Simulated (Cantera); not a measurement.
**Equilibrium for roasting and sulfation: FeS2 + O2 + N2**

Charge: 1 mol FeS2, 0.99 mol O2, a varied amount of N2, at 327 °C and 0.0133 bar.

Cantera equilibrium calculation (NASA polynomials, part measured and part estimated; ideal gas, pure solids and liquids). Candidate condensed phases: Fe, FeO, FeS, FeSO4, FeS2, Fe2O3, Fe2(SO4)3, Fe3O4, S; 19 gas species. Kinetics and transport are ignored.

```tsv
n(N2) (mol)	x N2	x SO2	x S2	x S2O	n FeS2(s)	n Fe2O3(s)	n Fe3O4(s)
0.8	0.526	0.474	1.63e-5	4.83e-6	0.640	0.180	0
1.2	0.625	0.375	1.44e-5	3.91e-6	0.640	0.180	0
1.8	0.714	0.286	1.24e-5	3.05e-6	0.640	0.180	0
2.6	0.783	0.217	1.06e-5	2.37e-6	0.640	0.180	0
3.9	0.844	0.156	8.89e-6	1.76e-6	0.640	0.180	0
5.9	0.891	0.109	7.31e-6	1.27e-6	0.640	0.180	0
8.7	0.924	0.0764	6.03e-6	9.20e-7	0.640	0.180	0
13	0.948	0.0525	4.91e-6	6.54e-7	0.640	0.180	0
19	0.962	0.0376	4.10e-6	4.84e-7	0.629	0	0.124
29	0.975	0.0250	3.34e-6	3.38e-7	0.629	0	0.124
43	0.983	0.0170	2.76e-6	2.41e-7	0.629	0	0.124
```
x: gas mole fraction; n: condensed amount in mol.

From 0.8 mol N2 to 13 mol N2 the condensed part is FeS2(s) + Fe2O3(s). From 19 mol N2 to 43 mol N2 the condensed part is FeS2(s) + Fe3O4(s).
